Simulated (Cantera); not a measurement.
An adiabatic, constant-volume homogeneous reactor starts with CH₄ : C₂H₆ : C₃H₈ : O₂ : N₂ : CO₂ = 1 : 0.21 : 0.04 : 2.26 : 8.49 : 0.37 (molar parts), at 1475 K and 180 Torr.

Detailed kinetics in Cantera: GRI-Mech 3.0 (53 species, 325 reactions).

Question: Predict: time of steepest temperature rise; temperature at 2.00 s; equilibrium temperature; x(H₂) at 2.00 s; x(H) at 2.00 s.

Answer: 
- time of steepest temperature rise = 0.468 ms
- temperature at 2.00 s = 2764 K
- equilibrium temperature = 2764 K
- x(H₂) at 2.00 s = 0.0395 (gas-phase equilibrium 0.0395)
- x(H) at 2.00 s = 0.0204 (gas-phase equilibrium 0.0204)
